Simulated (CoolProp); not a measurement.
Values from CoolProp's reference Helmholtz-energy equation of state, de Vries 1995.

**Question.** For R124, give the phase and the density (kg/m³), cp (kJ/(kg K)), viscosity (µPa s), fugacity coefficient at 470 K and 9060 kPa.

**Answer.** 
- 470 K and 9060 kPa: supercritical; density 569, cp 1.54, viscosity 43.4, fugacity coefficient 0.610

Viscosity comes from a separate model (Bell 2016), an estimate that may be off by 10 % or more.
